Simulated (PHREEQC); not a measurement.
0.79 g of hydrous ferric oxide (600 m²/g; 0.2 weak and 0.005 strong sites per Fe, Dzombak-Morel constants, diffuse double layer) in 1 kg of water with 0.1 mol/kgw of an inert sodium salt and 0.00021 mol/kgw Na2HAsO4, at 25 °C; the pH is set by adding NaOH or the inert anion's acid. O2 is buffered at 0.21 atm. The system is closed to CO2. Precipitation was switched off in this run.

The series has 17 steps of pH, from 3 to 9.

The numbers come from PHREEQC with the ion-association model, wateq4f.dat.

Task: At which pH does the surface charge pass through zero?

Result: Near pH 7.6.

The oxide is taken as insoluble; below pH 4 it would dissolve.
